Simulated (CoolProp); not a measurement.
Vapour-liquid equilibrium of hydrogen sulfide (1) + isobutane (2) at 311 K; x and y are mole fractions of (1).

The numbers come from the multi-fluid Helmholtz-energy mixture model, Lemmon 2006 and Bücker 2006; pair parameters Kunz 2012 in CoolProp.

Task: Give the bubble pressure and the first vapour's composition at x = 0.05, 0.5, 0.65. Is there an azeotrope?

Result: x = 0.05: 0.6486 MPa, y = 0.236; x = 0.5: 1.812 MPa, y = 0.798; x = 0.65: 2.095 MPa, y = 0.856. No azeotrope shows between x = 0.05 and 0.95.

The pair parameters rest on a limited set of measurements; away from them the model extrapolates.
